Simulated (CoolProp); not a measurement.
Saturated liquid density (kg/m³) of the fluoroketone C6F12O (FK-5-1-12): the reference equation beside estimates from Tc = 168.7 °C, pc = 18.69 bar, ω = 0.471. Rackett uses Z = 0.29056 − 0.08775 ω.

Values from CoolProp's reference Helmholtz-energy equation of state, McLinden 2015.

```json
[
 {"T (°C)": "-58.15", "reference": "1835", "Rackett": "2034", "van der Waals": "1062", "Redlich-Kwong": "1578", "Soave-Redlich-Kwong": "(withheld)", "Peng-Robinson": "1847"},
 {"T (°C)": "-49.35", "reference": "1811", "Rackett": "2008", "van der Waals": "(withheld)", "Redlich-Kwong": "1559", "Soave-Redlich-Kwong": "(withheld)", "Peng-Robinson": "(withheld)"},
 {"T (°C)": "-40.65", "reference": "1787", "Rackett": "1982", "van der Waals": "1039", "Redlich-Kwong": "1539", "Soave-Redlich-Kwong": "1613", "Peng-Robinson": "1814"},
 {"T (°C)": "-31.95", "reference": "1764", "Rackett": "1955", "van der Waals": "1026", "Redlich-Kwong": "1519", "Soave-Redlich-Kwong": "1597", "Peng-Robinson": "1796"},
 {"T (°C)": "-23.25", "reference": "(withheld)", "Rackett": "1928", "van der Waals": "1014", "Redlich-Kwong": "1498", "Soave-Redlich-Kwong": "1579", "Peng-Robinson": "1777"},
 {"T (°C)": "-14.55", "reference": "1716", "Rackett": "1901", "van der Waals": "1001", "Redlich-Kwong": "1476", "Soave-Redlich-Kwong": "1561", "Peng-Robinson": "1758"},
 {"T (°C)": "-5.85", "reference": "1692", "Rackett": "1873", "van der Waals": "987.8", "Redlich-Kwong": "1453", "Soave-Redlich-Kwong": "1541", "Peng-Robinson": "1737"},
 {"T (°C)": "2.95", "reference": "1667", "Rackett": "(withheld)", "van der Waals": "974.0", "Redlich-Kwong": "1429", "Soave-Redlich-Kwong": "1521", "Peng-Robinson": "1715"}
]
```

Task: Complete the blanks.

Result: 
- -58.15, Soave-Redlich-Kwong: 1645
- -49.35, van der Waals: 1050
- -49.35, Soave-Redlich-Kwong: 1629
- -49.35, Peng-Robinson: 1830
- -23.25, reference: 1740
- 2.95, Rackett: 1844

Absolute difference from the reference over all 8 rows, mean and median: Rackett 10.8 and 10.8 %, van der Waals 41.8 and 41.8 %, Redlich-Kwong 14.0 and 14.0 %, Soave-Redlich-Kwong 9.4 and 9.4 %, Peng-Robinson 1.9 and 2.0 %.
